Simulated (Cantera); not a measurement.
Input (Python, Cantera) and output of one run.

```python
import numpy as np
import cantera as ct

gas_names = """
    H HNO HNO2 HNO3 HO2 H2 H2O H2O2 N NH NH2 NH3 NH2OH NO NO2 NO3 N2 N2H2 N2H4 N2O O OH O2 O3 Zr ZrN ZrO
    ZrO2
""".split()
cond_names = """
    H2O(s) H2O(L) Zr(a) Zr(b) Zr(L) ZrN(s) ZrN(L) ZrO2(a) ZrO2(b) ZrO2(L)
""".split()


def load(file, names, dense=False):
    # The tables refer to 1 bar. Condensed volumes are neglected.
    table = {s.name: s for s in ct.Species.list_from_file(file)}
    out = []
    for n in names:
        d = dict(table[n].input_data)
        d["thermo"] = dict(d["thermo"], **{"reference-pressure": 1e5})
        if dense:
            d["equation-of-state"] = {"model": "constant-volume", "density": "1e6 g/cm^3"}
        out.append(ct.Species.from_dict(d))
    return out


gas = ct.Solution(thermo="ideal-gas", species=load("nasa_gas.yaml", gas_names))
cond = {s.name: ct.Solution(thermo="fixed-stoichiometry", species=[s], name=s.name)
        for s in load("nasa_condensed.yaml", cond_names, dense=True)}
atoms = {
    'Zr': {'Zr': 1},
    'NH3': {'N': 1, 'H': 3},
    'N2': {'N': 2},
    'H2O': {'H': 2, 'O': 1},
}
top_T = {}  # K; cautious upper limits of use, not melting points


def equilibrate(T, P, feed):
    n = {}
    for name, mol in feed.items():
        for a, k in atoms[name].items():
            n[a] = n.get(a, 0.0) + k * mol
    gas.TPX = T, P, n
    mass = sum(n.values()) * gas.mean_molecular_weight
    gas.equilibrate("TP")
    valid = [c for c in cond.values() if c.min_temp <= T <= top_T.get(c.name, c.max_temp)]
    mix = ct.Mixture([(gas, mass / gas.mean_molecular_weight)] + [(c, 0.0) for c in valid])
    mix.T, mix.P = T, P
    mix.equilibrate("TP", solver="vcs", rtol=1e-11, max_steps=5000)
    return mix


results = []
T = 2575  # K
P = 100000  # Pa
for m in [0.27, 0.38, 0.53, 0.75, 1.1, 1.5, 2.1, 3, 4.2, 5.9, 8.3, 12]:
    feed = {'Zr': 1, 'NH3': 1.1, 'N2': 2.2, 'H2O': m}  # mol
    mix = equilibrate(T, P, feed)
    results.append((T, P, feed, dict(zip(mix.species_names, mix.species_moles))))
    x = sorted(zip(gas.X, gas.species_names), reverse=True)
    print(f"T = {T:g} K  P = {P:g} Pa  n(H2O) = {m:g} mol  gas = {mix.phase_moles(0):.4g} mol")
    print("   x: " + "  ".join(f"{s} {v:.3e}" for v, s in x if v > 1e-05))
    print("   condensed (mol): " + ("  ".join(f"{mix.phase(i).name} {mix.phase_moles(i):.4g}"
          for i in range(1, mix.n_phases) if mix.phase_moles(i) > 1e-12) or "none"))
```

Output:

```
T = 2575 K  P = 100000 Pa  n(H2O) = 0.27 mol  gas = 4.286 mol
   x: N2 5.406e-01  H2 4.361e-01  H 2.287e-02  H2O 4.218e-04
   condensed (mol): ZrN(s) 0.8659  ZrO2(b) 0.1341
T = 2575 K  P = 100000 Pa  n(H2O) = 0.38 mol  gas = 4.426 mol
   x: N2 5.297e-01  H2 4.467e-01  H 2.315e-02  H2O 4.299e-04
   condensed (mol): ZrN(s) 0.8109  ZrO2(b) 0.189
T = 2575 K  P = 100000 Pa  n(H2O) = 0.53 mol  gas = 4.616 mol
   x: N2 5.160e-01  H2 4.600e-01  H 2.349e-02  H2O 4.399e-04
   condensed (mol): ZrN(s) 0.736  ZrO2(b) 0.2639
T = 2575 K  P = 100000 Pa  n(H2O) = 0.75 mol  gas = 4.896 mol
   x: N2 4.978e-01  H2 4.778e-01  H 2.394e-02  H2O 4.528e-04  ZrO 1.003e-05
   condensed (mol): ZrN(s) 0.6261  ZrO2(b) 0.3738
T = 2575 K  P = 100000 Pa  n(H2O) = 1.1 mol  gas = 5.34 mol
   x: H2 5.022e-01  N2 4.727e-01  H 2.455e-02  H2O 4.698e-04  ZrO 1.016e-05
   condensed (mol): ZrN(s) 0.4512  ZrO2(b) 0.5487
T = 2575 K  P = 100000 Pa  n(H2O) = 1.5 mol  gas = 5.848 mol
   x: H2 5.256e-01  N2 4.488e-01  H 2.511e-02  H2O 4.853e-04  ZrO 1.029e-05
   condensed (mol): ZrN(s) 0.2514  ZrO2(b) 0.7485
T = 2575 K  P = 100000 Pa  n(H2O) = 2.1 mol  gas = 6.585 mol
   x: H2 5.417e-01  N2 4.176e-01  H 2.549e-02  H2O 1.501e-02  OH 1.592e-04
   condensed (mol): ZrO2(b) 1
T = 2575 K  P = 100000 Pa  n(H2O) = 3 mol  gas = 7.496 mol
   x: H2 4.759e-01  N2 3.668e-01  H2O 1.318e-01  H 2.389e-02  OH 1.490e-03  NO 9.116e-05  O 4.862e-05
   condensed (mol): ZrO2(b) 1
T = 2575 K  P = 100000 Pa  n(H2O) = 4.2 mol  gas = 8.712 mol
   x: H2 4.097e-01  N2 3.156e-01  H2O 2.491e-01  H 2.217e-02  OH 3.037e-03  NO 1.857e-04  O 1.068e-04  O2 2.648e-05
   condensed (mol): ZrO2(b) 1
T = 2575 K  P = 100000 Pa  n(H2O) = 5.9 mol  gas = 10.44 mol
   x: H2O 3.682e-01  H2 3.427e-01  N2 2.634e-01  H 2.028e-02  OH 4.907e-03  NO 2.997e-04  O 1.886e-04  O2 8.265e-05
   condensed (mol): ZrO2(b) 1
T = 2575 K  P = 100000 Pa  n(H2O) = 8.3 mol  gas = 12.87 mol
   x: H2O 4.811e-01  H2 2.791e-01  N2 2.134e-01  H 1.830e-02  OH 7.106e-03  NO 4.329e-04  O 3.027e-04  O2 2.129e-04
   condensed (mol): ZrO2(b) 1
T = 2575 K  P = 100000 Pa  n(H2O) = 12 mol  gas = 16.64 mol
   x: H2O 5.891e-01  H2 2.183e-01  N2 1.650e-01  H 1.618e-02  OH 9.837e-03  NO 5.958e-04  O2 5.215e-04  O 4.738e-04
   condensed (mol): ZrO2(b) 1
```

Equilibrium computed with Cantera from the NASA thermochemical tables; the gas is ideal and each condensed phase is pure. Mutual solubility and eutectic melting of coexisting phases are not modelled. ZrN: taken at fixed stoichiometry. Condensed phases not in the tables: solid solutions among these carbides, nitrides and lower oxides.
